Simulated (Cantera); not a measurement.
## Ignition delay

Mixture: 3.51 % C3H8, 12.5 % O2, 83.9 % N2, at 353 Torr, adiabatic and at constant volume. Ignition delay is the time to a rise of 400 K.

Model: GRI-Mech 3.0 (53 species, 325 reactions), integrated in Cantera. GRI-Mech 3.0 was tuned for natural gas; its chemistry of propane as a main component is partial and can be far from experiment.

```json
[
 {"T0 (K)": "1298", "delay (ms)": "2.02"},
 {"T0 (K)": "1398", "delay (ms)": "0.498"},
 {"T0 (K)": "1498", "delay (ms)": "0.176"},
 {"T0 (K)": "1598", "delay (ms)": "0.0815"},
 {"T0 (K)": "1698", "delay (ms)": "0.0459"},
 {"T0 (K)": "1798", "delay (ms)": "0.0296"}
]
```

| Item | Result |
|---|---|
| apparent activation energy between 1598 and 1798 K | 120 kJ/mol |
